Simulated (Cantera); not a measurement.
A freely propagating, adiabatic, planar premixed flame of CH4 : O2 : N2 = 1 : 2.99 : 10.4 (molar parts), unburnt at 575 K and 9.67 atm; mixture-averaged transport, grid criteria slope 0.08 and curve 0.16, no radiation.

Detailed kinetics in Cantera: GRI-Mech 3.0 (53 species, 325 reactions). Burning velocities carry a grid error of a few per cent, more on coarse grids.

x: mole fraction of selected species; z is measured from the peak of heat release.

| z (mm) | T (K) | u (m/s) | x CH4 | x O2 | x CO | x C2H | x H2O2 | x C2H6 |
|---|---|---|---|---|---|---|---|---|
| -0.282 | 577 | 0.293 | 0.0693 | 0.208 | 2.50e-5 | <1e-8 | ___ | 1.65e-7 |
| -0.188 | 587 | 0.299 | 0.0686 | 0.207 | 0.000156 | <1e-8 | ___ | 1.47e-6 |
| -0.141 | 617 | 0.314 | 0.0668 | 0.204 | 0.000577 | <1e-8 | ___ | 7.56e-6 |
| -0.0940 | 735 | 0.376 | 0.0598 | 0.195 | 0.00248 | <1e-8 | ___ | 4.90e-5 |
| -0.0470 | 1125 | 0.579 | 0.0379 | 0.159 | 0.00979 | <1e-8 | ___ | 0.000277 |
| -0.0235 | 1465 | 0.755 | 0.0190 | 0.125 | 0.0167 | <1e-8 | ___ | 0.000358 |
| 0 | 1799 | 0.927 | 0.00298 | 0.0903 | 0.0201 | 2.47e-8 | ___ | 3.36e-5 |
| 0.0235 | 1942 | 0.995 | 7.37e-5 | 0.0755 | 0.0120 | <1e-8 | ___ | 2.74e-8 |
| 0.0470 | 1997 | 1.02 | 1.23e-6 | 0.0717 | 0.00610 | <1e-8 | ___ | <1e-8 |
| 0.0940 | 2040 | 1.04 | <1e-8 | 0.0697 | 0.00208 | <1e-8 | ___ | <1e-8 |
| 0.188 | 2060 | 1.05 | <1e-8 | 0.0690 | 0.000521 | <1e-8 | ___ | <1e-8 |
| 0.376 | 2064 | 1.05 | <1e-8 | 0.0689 | 0.000209 | <1e-8 | 2.63e-7 | <1e-8 |
| 0.752 | 2064 | 1.05 | <1e-8 | 0.0689 | 0.000187 | <1e-8 | 2.60e-7 | <1e-8 |

Task: Fill in the missing entries.

Result: 
- -0.282, x H2O2: 2.62e-7
- -0.188, x H2O2: 1.62e-6
- -0.141, x H2O2: 5.88e-6
- -0.0940, x H2O2: 2.37e-5
- -0.0470, x H2O2: 6.30e-5
- -0.0235, x H2O2: 2.65e-5
- 0, x H2O2: 3.56e-6
- 0.0235, x H2O2: 1.14e-6
- 0.0470, x H2O2: 7.96e-7
- 0.0940, x H2O2: 4.85e-7
- 0.188, x H2O2: 3.03e-7
